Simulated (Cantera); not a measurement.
Input: 1 mol Pb, a varied amount of O₂, 76 mol N₂, held at 1498.15 K and 1.33 mbar.

These are equilibrium values from Cantera (NASA tables, ideal gas, pure condensed phases), not measurements of a reactor. Candidate condensed phases: Pb, PbO, PbO₂, Pb₃O₄; 12 gas species. Equilibrium is a limit: real reactors are often held back by kinetics, nucleation or transport.

x: gas mole fraction; nothing condenses.

| n(O₂) (mol) | x N₂ | x Pb | x O₂ | x PbO | x NO |
|---|---|---|---|---|---|
| 0.0036 | 0.987 | 0.0129 | 8.52e-7 | 8.90e-5 | 2.73e-6 |
| 0.0056 | 0.987 | 0.0128 | (withheld) | (withheld) | (withheld) |
| 0.0085 | 0.987 | 0.0128 | 4.60e-6 | 0.000205 | 6.35e-6 |
| 0.013 | 0.987 | 0.0127 | 1.05e-5 | 0.000307 | 9.59e-6 |
| 0.02 | 0.987 | 0.0125 | 2.38e-5 | 0.000457 | 1.44e-5 |
| 0.03 | 0.987 | 0.0123 | (withheld) | (withheld) | (withheld) |
| 0.047 | 0.987 | 0.0120 | 0.000114 | 0.000960 | 3.16e-5 |
| 0.071 | 0.987 | 0.0117 | 0.000233 | 0.00133 | 4.52e-5 |
| 0.11 | 0.986 | 0.0112 | 0.000481 | 0.00183 | 6.49e-5 |
| 0.17 | 0.986 | 0.0105 | 0.000946 | 0.00242 | 9.10e-5 |
| 0.26 | 0.985 | 0.00987 | 0.00176 | 0.00309 | 0.000124 |
| 0.39 | 0.984 | 0.00916 | 0.00307 | 0.00379 | 0.000164 |
| 0.6 | 0.982 | 0.00835 | 0.00535 | 0.00457 | 0.000216 |

Question: What belongs in the gaps?

Answer: 
- 0.03, x O₂: 5.07e-5
- 0.03, x PbO: 0.000656
- 0.03, x NO: 2.11e-5
- 0.0056, x O₂: 2.04e-6
- 0.0056, x PbO: 0.000137
- 0.0056, x NO: 4.22e-6
